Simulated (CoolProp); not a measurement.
A Linde-Hampson liquefier for carbon monoxide: isothermal reversible compression at 300 K from 1 atm to 10 MPa, throttling to 1 atm, return gas leaving the recuperator 2 K below the feed. Each further row changes one setting.

Computed with CoolProp (reference Helmholtz-energy equation of state, Lemmon 2006). It is a short technical equation, of lower accuracy than the large ones.

```json
[
 {"case": "as stated", "liquid yield per pass": "0.046", "compression work (kJ/kg of gas)": "407"},
 {"case": "high pressure 20 MPa", "liquid yield per pass": "0.080", "compression work (kJ/kg of gas)": "470"},
 {"case": "warm-end temperature 330 K", "liquid yield per pass": "0.034", "compression work (kJ/kg of gas)": "450"},
 {"case": "warm-end gap 7 K", "liquid yield per pass": "0.035", "compression work (kJ/kg of gas)": "407"}
]
```
